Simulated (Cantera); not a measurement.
Charge: 1 mol SiC, 0.011 mol Si, 0.18 mol N2, held at 2775 K and 13.3 mbar.

Cantera's Mixture.equilibrate('TP', solver="vcs", rtol=1e-11, max_steps=5000) on the NASA tables stopped like this:

```
ERROR: FAILURE its = 5001!

*******************************************************************************
CanteraError thrown by MultiPhase::equilibrate:
VCS solver failed. Return code: -1
*******************************************************************************
```

### Question
What got this run through?

### Answer
Several could match; the one computed here: The failure is numerical, not chemical. The same input converged with solver="gibbs", rtol=1e-10, max_steps=50000, and the result passed a check of the equilibrium conditions:
```
       temperature   2775 K
          pressure   1333.2 Pa
           density   0.0021545 kg/m^3
  mean mol. weight   37.286 kg/kmol
   phase of matter   gas

                          1 kg             1 kmol
                     ---------------   ---------------
          enthalpy        1.3909e+07        5.1863e+08  J
   internal energy        1.3291e+07        4.9555e+08  J
           entropy            8574.3         3.197e+05  J/K
    Gibbs function       -9.8843e+06       -3.6855e+08  J
 heat capacity c_p              1048             39076  J/K
 heat capacity c_v            825.03             30762  J/K

                      mass frac. Y      mole frac. X     chem. pot. / RT
                     ---------------   ---------------   ---------------
                 C        0.00012082        0.00037507           -3.5098
                CN         0.0019422         0.0027833           -20.634
                C2        0.00010869        0.00016871           -7.0196
                C3          0.001678         0.0017363           -10.529
                N2           0.11978           0.15942           -34.248
                Si           0.37512           0.49801           -9.1543
               SiC        0.00085857         0.0007984           -12.664
              SiC2           0.36585           0.26179           -16.174
               SiN         0.0017993         0.0015938           -26.278
               Si2         0.0063208         0.0041958           -18.309
              Si2C           0.12549          0.068627           -21.818
              Si2N        0.00049291        0.00026189           -35.432
               Si3        0.00032699        0.00014471           -27.463
     [   +7 minor]        0.00011242        8.6393e-05

C(gr)             3.30388e-01 mol
Si(L)             0.00000e+00 mol
SiC(b)            0.00000e+00 mol
```

The gas is ideal and each condensed phase is pure. The tables' values for SiN are old estimates; treat these amounts as uncertain.
